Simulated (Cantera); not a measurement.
What does this Cantera script print?

```python
import numpy as np
import cantera as ct

gas = ct.Solution("gri30.yaml")
gas.TPX = 1398, 101325, {'C2H6': 1, 'N2': 8}
reactor = ct.IdealGasConstPressureReactor(gas, energy="off", clone=False)
net = ct.ReactorNet([reactor])
net.rtol, net.atol = 1e-08, 1e-18
show = ['C2H6', 'H2', 'CH4', 'CH2', 'CH3', 'C2H']
times = np.geomspace(2e-05, 2, 9)

steps = ct.SolutionArray(gas, extra=["t"])
rows = []
print(f"{'t/s':>10s}{'T/K':>9s}{'P/Pa':>11s}" + "".join(f"{s:>11s}" for s in show))
for t in times:
    while net.time < t:
        t_next = net.step()
        steps.append(gas.state, t=t_next)
    rows.append([np.interp(t, steps.t, y) for y in (steps.T, steps.P, *steps(*show).X.T)])
    print(f"{t:10.3e}{rows[-1][0]:9.1f}{rows[-1][1]:11.4g}" + "".join(f"{x:11.3e}" for x in rows[-1][2:]))
rate = np.gradient(steps.T, steps.t)
print("integrator steps:", len(steps.t))
if steps.T.max() > steps.T[0] + 200:
    print(f"time of steepest temperature rise: {steps.t[rate.argmax()]:.4e} s")
gas.TPX = 1398, 101325, {'C2H6': 1, 'N2': 8}
gas.equilibrate("TP")
print(f"equilibrium (TP): T = {gas.T:.1f} K  " + "  ".join(f"{s} {gas[s].X[0]:.3e}" for s in show))
```

Output:

```
       t/s      T/K       P/Pa       C2H6         H2        CH4        CH2        CH3        C2H
 2.000e-05   1398.0  1.013e+05  1.103e-01  3.611e-04  1.496e-04  3.444e-08  3.058e-04  2.832e-13
 8.434e-05   1398.0  1.013e+05  1.025e-01  5.968e-03  1.373e-03  1.099e-07  4.983e-04  1.074e-10
 3.557e-04   1398.0  1.013e+05  7.043e-02  3.009e-02  7.128e-03  9.378e-08  4.242e-04  7.533e-10
 1.500e-03   1398.0  1.013e+05  1.254e-02  8.039e-02  2.097e-02  3.069e-08  1.739e-04  3.442e-09
 6.325e-03   1398.0  1.013e+05  3.949e-04  1.081e-01  2.441e-02  1.204e-09  2.861e-05  1.984e-09
 2.667e-02   1398.0  1.013e+05  6.579e-05  1.237e-01  2.446e-02  2.130e-10  1.194e-05  1.229e-09
 1.125e-01   1398.0  1.013e+05  2.871e-05  1.391e-01  2.454e-02  1.119e-10  8.724e-06  1.177e-09
 4.743e-01   1398.0  1.013e+05  2.040e-05  1.415e-01  2.516e-02  8.842e-11  7.861e-06  1.082e-09
 2.000e+00   1398.0  1.013e+05  2.020e-05  1.388e-01  2.733e-02  8.751e-11  8.152e-06  1.024e-09
integrator steps: 1353
equilibrium (TP): T = 1398.0 K  C2H6 1.288e-05  H2 1.403e-01  CH4 2.864e-02  CH2 6.576e-11  CH3 7.237e-06  C2H 4.586e-10
```

Detailed kinetics in Cantera: GRI-Mech 3.0 (53 species, 325 reactions). GRI-Mech 3.0 stops at C3 and has no aromatics, soot or wall deposition, so with more carbon than oxygen in the feed, carbon stays in small species such as C2H2 where larger ones or solid carbon would form.
